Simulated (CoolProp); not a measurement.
The fluid at 293.15 K and 1.87 MPa flows at 0.34 m/s in a round tube of 20 mm bore and 45 µm roughness, fully developed (64/Re and Nu = 3.66 if laminar; Colebrook and Gnielinski if turbulent). The same conditions are run with several fluids, on thermodynamics alone (safety and materials aside).

Values from CoolProp's reference Helmholtz-energy equation of state of each fluid (c-C4F8 (RC318): Platzer 1990; R152A: Outcalt 1996; isobutane: Bücker 2006; R404A: Lemmon 2003; water: Wagner 2002). The equations of Platzer and Polt are older, rougher fits. Blends and air are pseudo-pure fits.

```tsv
fluid	Reynolds number	Darcy friction factor	pressure drop (Pa/m)	heat-transfer coefficient (W/(m² K))	mass flow (kg/h)
c-C4F8 (RC318)	25600	0.0292	129	681	588
R152A	35700	0.0280	74.2	1040	352
isobutane	23300	0.0296	47.8	714	215
R404A	52900	0.0269	83.6	1020	413
water	6790	0.0371	107	1700	384
```

Transport values come from each fluid's own correlations; those of c-C4F8 (RC318), R152A are estimates that may be off by 10 % or more.
